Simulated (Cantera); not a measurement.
Feed: 1 mol AlCl3, 4.7 mol HCl, 230 mol H2, held at 0.825 Torr.

These are equilibrium values from Cantera (NASA tables, ideal gas, pure condensed phases), not measurements of a reactor. Candidate condensed phases: Al, AlCl3; 12 gas species. Rates play no part.

### Question
At 600 °C, list the 3 most abundant gas species with their mole fractions, and the condensed phases.

### Answer
H2 0.976, HCl 0.0199, AlCl3 0.00424. Condensed: gas only.
